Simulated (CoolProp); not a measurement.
Saturation properties of 1-butene (Tc = 146.1 °C, pc = 4.006 MPa, ω = 0.192).

Computed with CoolProp (reference Helmholtz-energy equation of state, Lemmon 2005). It is a short technical equation, of lower accuracy than the large ones.

```json
[
 {"T (°C)": "-7.85", "p (MPa)": "0.09537", "liquid density (kg/m³)": "…", "vapour density (kg/m³)": "2.528", "liquid cp (kJ/(kg K))": "2.161", "surface tension (mN/m)": "16.2"},
 {"T (°C)": "-5.75", "p (MPa)": "0.1035", "liquid density (kg/m³)": "…", "vapour density (kg/m³)": "2.730", "liquid cp (kJ/(kg K))": "2.169", "surface tension (mN/m)": "15.9"},
 {"T (°C)": "-3.65", "p (MPa)": "0.1122", "liquid density (kg/m³)": "622.6", "vapour density (kg/m³)": "2.944", "liquid cp (kJ/(kg K))": "2.177", "surface tension (mN/m)": "15.6"},
 {"T (°C)": "-1.55", "p (MPa)": "0.1215", "liquid density (kg/m³)": "620.1", "vapour density (kg/m³)": "3.170", "liquid cp (kJ/(kg K))": "…", "surface tension (mN/m)": "15.3"},
 {"T (°C)": "0.55", "p (MPa)": "0.1314", "liquid density (kg/m³)": "617.7", "vapour density (kg/m³)": "3.410", "liquid cp (kJ/(kg K))": "2.195", "surface tension (mN/m)": "15.1"},
 {"T (°C)": "2.65", "p (MPa)": "…", "liquid density (kg/m³)": "615.2", "vapour density (kg/m³)": "3.663", "liquid cp (kJ/(kg K))": "2.204", "surface tension (mN/m)": "14.8"},
 {"T (°C)": "4.65", "p (MPa)": "0.1523", "liquid density (kg/m³)": "612.9", "vapour density (kg/m³)": "3.918", "liquid cp (kJ/(kg K))": "2.212", "surface tension (mN/m)": "14.5"},
 {"T (°C)": "6.75", "p (MPa)": "0.1641", "liquid density (kg/m³)": "610.4", "vapour density (kg/m³)": "4.200", "liquid cp (kJ/(kg K))": "2.221", "surface tension (mN/m)": "14.3"},
 {"T (°C)": "8.85", "p (MPa)": "0.1764", "liquid density (kg/m³)": "607.9", "vapour density (kg/m³)": "4.498", "liquid cp (kJ/(kg K))": "2.231", "surface tension (mN/m)": "14.0"},
 {"T (°C)": "10.95", "p (MPa)": "0.1895", "liquid density (kg/m³)": "605.4", "vapour density (kg/m³)": "4.811", "liquid cp (kJ/(kg K))": "2.240", "surface tension (mN/m)": "13.7"},
 {"T (°C)": "13.05", "p (MPa)": "…", "liquid density (kg/m³)": "602.9", "vapour density (kg/m³)": "5.141", "liquid cp (kJ/(kg K))": "2.250", "surface tension (mN/m)": "13.5"},
 {"T (°C)": "15.15", "p (MPa)": "0.2179", "liquid density (kg/m³)": "600.3", "vapour density (kg/m³)": "…", "liquid cp (kJ/(kg K))": "…", "surface tension (mN/m)": "13.2"},
 {"T (°C)": "17.25", "p (MPa)": "0.2333", "liquid density (kg/m³)": "597.8", "vapour density (kg/m³)": "5.853", "liquid cp (kJ/(kg K))": "2.270", "surface tension (mN/m)": "12.9"},
 {"T (°C)": "19.35", "p (MPa)": "0.2495", "liquid density (kg/m³)": "595.2", "vapour density (kg/m³)": "6.237", "liquid cp (kJ/(kg K))": "2.280", "surface tension (mN/m)": "12.7"},
 {"T (°C)": "21.45", "p (MPa)": "0.2665", "liquid density (kg/m³)": "592.6", "vapour density (kg/m³)": "6.640", "liquid cp (kJ/(kg K))": "2.291", "surface tension (mN/m)": "12.4"}
]
```

### Question
What belongs in the gaps?

### Answer

- -7.85, liquid density (kg/m³): 627.4
- -5.75, liquid density (kg/m³): 625.0
- -1.55, liquid cp (kJ/(kg K)): 2.186
- 2.65, p (MPa): 0.1418
- 13.05, p (MPa): 0.2034
- 15.15, vapour density (kg/m³): 5.488
- 15.15, liquid cp (kJ/(kg K)): 2.260

It boils at -6.3 °C under 1 atm.

Surface tension comes from a separate correlation (Mulero 2012).
